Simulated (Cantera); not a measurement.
Cantera run:

```python
import numpy as np
import cantera as ct

gas_names = [...]  # 151 gases of nasa_gas.yaml made of C, H, N, O, Si
cond_names = """
    C(gr) C6H6(L) C7H8(L) C8H18(L),n-octa H2O(s) H2O(L) Si(cr) Si(L) SiC(b) SiO2(Lqz) SiO2(hqz) SiO2(L)
    Si2N2O(s) Si3N4(a)
""".split()


# ... load() reads the species with a 1 bar reference pressure and builds the phases ...
atoms = {
    'HMDSO': {'Si': 2, 'C': 6, 'H': 18, 'O': 1},
    'O3': {'O': 3},
    'N2': {'N': 2},
}
top_T = {'C(gr)': 4500, 'SiC(b)': 3050, 'Si2N2O(s)': 2100, 'Si3N4(a)': 2400}  # K; cautious upper limits of use, not melting points


# ... equilibrate(T, P, feed) seeds the gas with the atoms and calls Mixture.equilibrate('TP', solver="vcs", rtol=1e-11, max_steps=5000) ...
results = []
T = 1900  # K
P = 870  # Pa
for m in [1.1, 2.2, 3.3, 4.4, 5.5, 6.5, 7.6]:
    feed = {'HMDSO': 1, 'O3': m, 'N2': 64}  # mol
    mix = equilibrate(T, P, feed)
    results.append((T, P, feed, dict(zip(mix.species_names, mix.species_moles))))

top = {s: max(r[3][s] / sum(r[3][g] for g in gas_names) for r in results) for s in gas_names}
cols = sorted((s for s in top if top[s] > 0.001), key=lambda s: -top[s])[:7]
seen = [c for c in cond_names if any(r[3].get(c, 0) > 1e-12 for r in results)]
print("log10 of partial pressures in bar; condensed amounts in mol")
print(f"{'n(O3)':>10s}" + "".join(f"{s[:9]:>10s}" for s in cols + seen))
for T, P, feed, n in results:
    ng = sum(n[g] for g in gas_names)
    print(f"{feed['O3']:10.4g}" + "".join(f"{np.log10(max(n[s] / ng * P / 1e5, 1e-99)):10.3f}" for s in cols)
          + "".join(f"{n.get(c, 0):10.4g}" for c in seen))
```

Result:

```
log10 of partial pressures in bar; condensed amounts in mol
     n(O3)        N2        H2       H2O        CO       CO2       SiO         H    SiC(b)   SiO2(L)
       1.1    -2.143    -3.003    -9.683    -3.336   -10.640    -4.665    -4.602     1.796         0
       2.2    -2.162    -3.020    -9.158    -3.204    -9.967    -3.712    -4.610    0.1652         0
       3.3    -2.156    -3.085    -3.830    -3.203    -4.572    -4.114    -4.643         0     1.294
       4.4    -2.153    -3.231    -3.408    -3.245    -4.046    -4.682    -4.716         0      1.81
       5.5    -2.153    -3.457    -3.200    -3.336    -3.703    -5.115    -4.829         0      1.93
       6.5    -2.153    -3.756    -3.093    -3.502    -3.462    -5.522    -4.979         0     1.972
       7.6    -2.153    -4.357    -3.028    -3.964    -3.259    -6.187    -5.279         0     1.994
```

These are equilibrium values from Cantera (NASA tables, ideal gas, pure condensed phases), not measurements of a reactor. The feed counts by its element totals alone. The tables hold silica as quartz up to 1696 K and as liquid above; real silica turns to tridymite and cristobalite and melts near 1996 K.
